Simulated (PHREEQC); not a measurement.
# Buffer: speciation

Make-up at 25 °C: 0.0031 mol/kgw KHCO3, 0.0028 mol/kgw NaOH and 0.21 mol/kgw LiCl. Closed to the air; pH follows from the charge balance.

Computed with PHREEQC (ion-association model, wateq4f.dat).

Precipitation was switched off in this run.

Question: What pH, activity of water does the model give?

Answer: pH 10.46; activity of water 0.993.

Question: In which forms is Na present?

Answer: Na+ 99 %, NaCO3- 1.3 % of the Na.

Complexes and solids missing from the database can't appear.
